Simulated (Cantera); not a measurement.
A Cantera script and what it prints.

```python
import numpy as np
import cantera as ct

gas_names = """
    CL CL2 H HCL H2 Si SiCL SiCL2 SiCL3 SiCL4 SiH SiHCL3 SiH2 SiH2CL2 SiH3 SiH3CL SiH4 Si2 Si3
""".split()
cond_names = """
    Si(cr) Si(L)
""".split()


# ... load() reads the species with a 1 bar reference pressure and builds the phases ...
atoms = {
    'SiCl4': {'Si': 1, 'CL': 4},
    'Cl2': {'CL': 2},
    'H2': {'H': 2},
}
top_T = {}  # K; cautious upper limits of use, not melting points


# ... equilibrate(T, P, feed) seeds the gas with the atoms and calls Mixture.equilibrate('TP', solver="vcs", rtol=1e-11, max_steps=5000) ...
results = []
feed = {'SiCl4': 1, 'Cl2': 0.53, 'H2': 0.29}  # mol
T = 723.15  # K
P = 17000  # Pa
mix = equilibrate(T, P, feed)
results.append((T, P, feed, dict(zip(mix.species_names, mix.species_moles))))
x = sorted(zip(gas.X, gas.species_names), reverse=True)
print(f"T = {T:g} K  P = {P:g} Pa  gas = {mix.phase_moles(0):.4g} mol")
print("   x: " + "  ".join(f"{s} {v:.3e}" for v, s in x if v > 1e-06))
print("   condensed (mol): " + ("  ".join(f"{mix.phase(i).name} {mix.phase_moles(i):.4g}"
      for i in range(1, mix.n_phases) if mix.phase_moles(i) > 1e-12) or "none"))
```

Output:

```
T = 723.15 K  P = 17000 Pa  gas = 1.82 mol
   x: SiCL4 5.495e-01  HCL 3.187e-01  CL2 1.319e-01  CL 1.146e-06
   condensed (mol): none
```

Equilibrium computed with Cantera from the NASA thermochemical tables; the gas is ideal and each condensed phase is pure.
